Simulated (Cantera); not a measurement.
Input: 1 mol Si₃N₄, a varied amount of F₂, at 1027 °C and 0.230 bar.

Method: chemical equilibrium by Gibbs-energy minimisation in Cantera with the NASA 1993 tables (ideal gas, pure condensed phases). Candidate condensed phases: Si, Si₃N₄; 16 gas species. The tables' values for SiF₃ are old estimates; treat these amounts as uncertain. The numbers say what is thermodynamically allowed, not how fast it happens.

x: gas mole fraction; n: condensed amount in mol.

```csv
n(F₂) (mol),x SiF₄,x F,x N₂,x F₂,x SiF₃,x NF₃,n Si₃N₄(s)
1.9,0.597,<1e-12,0.400,<1e-12,0.00251,<1e-12,0.683
2.7,0.597,<1e-12,0.400,<1e-12,0.00251,<1e-12,0.550
3.4,0.597,<1e-12,0.400,<1e-12,0.00251,<1e-12,0.433
4.2,0.597,<1e-12,0.400,<1e-12,0.00251,<1e-12,0.299
4.9,0.597,<1e-12,0.400,<1e-12,0.00251,<1e-12,0.182
5.7,0.597,<1e-12,0.400,<1e-12,0.00251,<1e-12,0.0490
6.4,0.519,0.130,0.346,0.00410,<1e-12,[?],0
7.2,0.414,0.290,0.276,0.0204,<1e-12,[?],0
8,0.345,0.388,0.230,0.0364,<1e-12,[?],0
8.7,0.302,0.448,0.202,0.0484,<1e-12,[?],0
9.5,0.265,0.498,0.177,0.0600,<1e-12,[?],0
```

**Question.** Some entries are withheld; supply them.

**Answer.** 
- 6.4, x NF₃: 4.16e-7
- 7.2, x NF₃: 4.11e-6
- 8, x NF₃: 8.96e-6
- 8.7, x NF₃: 1.29e-5
- 9.5, x NF₃: 1.66e-5
